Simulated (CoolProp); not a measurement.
Model: reference Helmholtz-energy equation of state, Lemmon 2006, in CoolProp. It is a short technical equation, of lower accuracy than the large ones.

For isopentane, give the phase and the density (kg/m³), cp (kJ/(kg K)), isothermal compressibility (1/MPa), expansivity (1/kK) at 226.85 °C and 0.46 MPa; 226.85 °C and 0.744 MPa.


- 226.85 °C and 0.46 MPa: gas; density 8.28, cp 2.57, isothermal compressibility 2.26, expansivity 2.26
- 226.85 °C and 0.744 MPa: gas; density 13.7, cp 2.59, isothermal compressibility 1.43, expansivity 2.45
